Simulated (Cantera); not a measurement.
Source: NASA polynomial tables (part measured, part estimated), evaluated in Cantera. Values are per mole of reaction as written; species without (g) are pure solids or liquids, kept so even where they would boil at 1 bar.

6 NO(g) + 4 Fe → 2 Fe2O3 + 3 N2(g)

```csv
T (K),ΔH° (kJ),ΔS° (J/K),ΔG° (kJ),log10 K,condensed phases
1375,?,?,?,?,"Fe(γ), Fe2O3(s)"
1475,?,?,?,?,"Fe(γ), Fe2O3(s)"
1575,-2158.0,-564.8,-1268.4,42.07,"Fe(γ), Fe2O3(s)"
1675,?,?,?,?,"Fe(δ), Fe2O3(s)"
1775,-2158.0,-564.8,-1155.5,34.00,"Fe(δ), Fe2O3(s)"
```

**Question.** Complete the blanks.

**Answer.** 
- 1375, ΔH° (kJ): -2163.9
- 1375, ΔS° (J/K): -568.8
- 1375, ΔG° (kJ): -1381.8
- 1375, log10 K: 52.49
- 1475, ΔH° (kJ): -2160.8
- 1475, ΔS° (J/K): -566.6
- 1475, ΔG° (kJ): -1325.0
- 1475, log10 K: 46.92
- 1675, ΔH° (kJ): -2159.0
- 1675, ΔS° (J/K): -565.4
- 1675, ΔG° (kJ): -1212.0
- 1675, log10 K: 37.80
